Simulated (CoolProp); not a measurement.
Computed with CoolProp (reference Helmholtz-energy equation of state, Lemmon 2006). It is a short technical equation, of lower accuracy than the large ones.

Task: Give the vapour pressure (MPa), vapour density (kg/m³), enthalpy of vaporisation (kJ/kg), liquid conductivity (mW/(m K)) of saturated R142b at -79.85, -47.85, -39.85 °C.

Result: 
| T (°C) | p (MPa) | vapour density (kg/m³) | enthalpy of vaporisation (kJ/kg) | liquid conductivity (mW/(m K)) |
|---|---|---|---|---|
| -79.85 | 0.00160 | 0.101 | 260 | 122 |
| -47.85 | 0.0153 | 0.830 | 244 | 109 |
| -39.85 | 0.0240 | 1.26 | 240 | 106 |

Thermal conductivity comes from a separate model (Huber 2003), an estimate that may be off by 10 % or more.
